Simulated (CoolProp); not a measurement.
A Linde-Hampson liquefier for ethylene: isothermal reversible compression at 320 K from 1 atm to 20 MPa, throttling to 1 atm, return gas leaving the recuperator 2 K below the feed. Each further row changes one setting.

The numbers come from the reference Helmholtz-energy equation of state, Smukala 2000 in CoolProp.

```tsv
case	liquid yield per pass	compression work (kJ/kg of gas)
as stated	0.414	418
high pressure 40 MPa	0.425	468
warm-end temperature 350 K	0.328	483
warm-end gap 7 K	0.407	418
```
